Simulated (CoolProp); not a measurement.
Saturated liquid density (kg/m³) of CF4 (R14): the reference equation beside estimates from Tc = 227.4 K, pc = 3762 kPa, ω = 0.178. Rackett uses Z = 0.29056 − 0.08775 ω.

Computed with CoolProp (reference Helmholtz-energy equation of state, Platzer 1990). This equation is an older, rougher fit; its heat capacities, sound speeds and derivatives of the liquid may be far off and weren't checked against measurements.

```json
[
 {"T (K)": "175.2", "reference": "1428", "Rackett": "1488", "van der Waals": "933.6", "Redlich-Kwong": "1331", "Soave-Redlich-Kwong": "1373", "Peng-Robinson": "1557"},
 {"T (K)": "177.9", "reference": "1411", "Rackett": "1469", "van der Waals": "921.4", "Redlich-Kwong": "1309", "Soave-Redlich-Kwong": "1351", "Peng-Robinson": "1533"},
 {"T (K)": "180.6", "reference": "1393", "Rackett": "1449", "van der Waals": "908.9", "Redlich-Kwong": "1287", "Soave-Redlich-Kwong": "1329", "Peng-Robinson": "1508"},
 {"T (K)": "183.3", "reference": "1374", "Rackett": "1429", "van der Waals": "895.9", "Redlich-Kwong": "1263", "Soave-Redlich-Kwong": "1305", "Peng-Robinson": "1481"},
 {"T (K)": "186", "reference": "1355", "Rackett": "1409", "van der Waals": "882.5", "Redlich-Kwong": "1239", "Soave-Redlich-Kwong": "1281", "Peng-Robinson": "1454"},
 {"T (K)": "188.8", "reference": "1334", "Rackett": "1387", "van der Waals": "868.2", "Redlich-Kwong": "1213", "Soave-Redlich-Kwong": "1255", "Peng-Robinson": "1424"},
 {"T (K)": "191.5", "reference": "1314", "Rackett": "1365", "van der Waals": "853.8", "Redlich-Kwong": "1187", "Soave-Redlich-Kwong": "1229", "Peng-Robinson": "1394"},
 {"T (K)": "194.2", "reference": "1292", "Rackett": "1342", "van der Waals": "838.8", "Redlich-Kwong": "1161", "Soave-Redlich-Kwong": "1202", "Peng-Robinson": "1363"},
 {"T (K)": "196.9", "reference": "1270", "Rackett": "1318", "van der Waals": "823.2", "Redlich-Kwong": "1132", "Soave-Redlich-Kwong": "1173", "Peng-Robinson": "1330"},
 {"T (K)": "199.6", "reference": "1247", "Rackett": "1294", "van der Waals": "806.9", "Redlich-Kwong": "1103", "Soave-Redlich-Kwong": "1143", "Peng-Robinson": "1295"},
 {"T (K)": "202.4", "reference": "1221", "Rackett": "1267", "van der Waals": "789.1", "Redlich-Kwong": "1071", "Soave-Redlich-Kwong": "1110", "Peng-Robinson": "1257"},
 {"T (K)": "205.1", "reference": "1195", "Rackett": "1239", "van der Waals": "770.9", "Redlich-Kwong": "1039", "Soave-Redlich-Kwong": "1076", "Peng-Robinson": "1218"},
 {"T (K)": "207.8", "reference": "1167", "Rackett": "1209", "van der Waals": "751.6", "Redlich-Kwong": "1004", "Soave-Redlich-Kwong": "1040", "Peng-Robinson": "1176"},
 {"T (K)": "210.5", "reference": "1137", "Rackett": "1178", "van der Waals": "730.9", "Redlich-Kwong": "967.7", "Soave-Redlich-Kwong": "1002", "Peng-Robinson": "1131"}
]
```

Absolute difference from the reference over all 14 rows, mean and median: Rackett 3.9 and 3.9 %, van der Waals 35.1 and 35.1 %, Redlich-Kwong 10.3 and 9.9 %, Soave-Redlich-Kwong 7.2 and 6.7 %, Peng-Robinson 5.3 and 5.8 %.
